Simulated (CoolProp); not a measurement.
Computed with CoolProp (reference Helmholtz-energy equation of state, Lemmon 2006). It is a short technical equation, of lower accuracy than the large ones.

Question: Give the vapour pressure (kPa), liquid cp (kJ/(kg K)), vapour Z of saturated carbonyl sulfide at -39.65, -0.05 °C.

Answer: 
```tsv
T (°C)	p (kPa)	liquid cp (kJ/(kg K))	vapour Z
-39.65	161	1.19	0.961
-0.05	649	1.28	0.897
```
